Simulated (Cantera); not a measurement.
Input (Python, Cantera) and output of one run.

```python
import numpy as np
import cantera as ct

gas_names = """
    C CN CO CO2 C2 CCN CNC C2N2 C2O C3 C3O2 C4 C4N2 C5 N NCO NO NO2 NO3 N2 N2O O O2 O3 Si SiC SiC2 SiN
    SiO SiO2 Si2 Si2C Si2N Si3
""".split()
cond_names = """
    C(gr) Si(cr) Si(L) SiC(b) SiO2(Lqz) SiO2(hqz) SiO2(L) Si2N2O(s) Si3N4(a)
""".split()


# ... load() reads the species with a 1 bar reference pressure and builds the phases ...
atoms = {
    'SiC': {'Si': 1, 'C': 1},
    'O2': {'O': 2},
    'N2': {'N': 2},
}
top_T = {'C(gr)': 4500, 'SiC(b)': 3050, 'Si2N2O(s)': 2100, 'Si3N4(a)': 2400}  # K; cautious upper limits of use, not melting points


# ... equilibrate(T, P, feed) seeds the gas with the atoms and calls Mixture.equilibrate('TP', solver="vcs", rtol=1e-11, max_steps=5000) ...
results = []
T = 1098  # K
P = 10000  # Pa
for m in [4.7, 8.3, 15, 26, 46, 81, 140, 260]:
    feed = {'SiC': 1, 'O2': 2.6, 'N2': m}  # mol
    mix = equilibrate(T, P, feed)
    results.append((T, P, feed, dict(zip(mix.species_names, mix.species_moles))))

top = {s: max(r[3][s] / sum(r[3][g] for g in gas_names) for r in results) for s in gas_names}
cols = sorted((s for s in top if top[s] > 1e-05), key=lambda s: -top[s])[:8]
seen = [c for c in cond_names if any(r[3].get(c, 0) > 1e-12 for r in results)]
print("log10 of partial pressures in bar; condensed amounts in mol")
print(f"{'n(N2)':>10s}" + "".join(f"{s[:9]:>10s}" for s in cols + seen))
for T, P, feed, n in results:
    ng = sum(n[g] for g in gas_names)
    print(f"{feed['N2']:10.4g}" + "".join(f"{np.log10(max(n[s] / ng * P / 1e5, 1e-99)):10.3f}" for s in cols)
          + "".join(f"{n.get(c, 0):10.4g}" for c in seen))
```

Result:

```
log10 of partial pressures in bar; condensed amounts in mol
     n(N2)        N2       CO2        O2        NO SiO2(hqz)
       4.7    -1.127    -1.799    -2.021    -5.262         1
       8.3    -1.077    -1.996    -2.218    -5.335         1
        15    -1.044    -2.220    -2.442    -5.431         1
        26    -1.026    -2.441    -2.663    -5.532         1
        46    -1.015    -2.678    -2.900    -5.645         1
        81    -1.008    -2.917    -3.139    -5.762         1
       140    -1.005    -3.151    -3.374    -5.877         1
       260    -1.003    -3.418    -3.640    -6.009         1
```

These are equilibrium values from Cantera (NASA tables, ideal gas, pure condensed phases), not measurements of a reactor.
